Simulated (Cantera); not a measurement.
Charge: 1 mol SiHCl₃, a varied amount of N₂, equilibrated at 1575 °C and 9.90 Pa.

Equilibrium computed with Cantera from the NASA thermochemical tables; the gas is ideal and each condensed phase is pure. Candidate condensed phases: NH₄Cl, Si, Si₃N₄; 28 gas species. The tables' values for SiCl, SiCl₃ are old estimates; treat these amounts as uncertain. Rates play no part.

Question: At 1.8 mol N₂, list the 7 most abundant gas species with their mole fractions, and the condensed phases.

Answer: N₂ 0.457, SiCl₂ 0.247, HCl 0.204, Cl 0.0567, H₂ 0.0212, H 0.00775, Si 0.00276. Condensed: gas only.
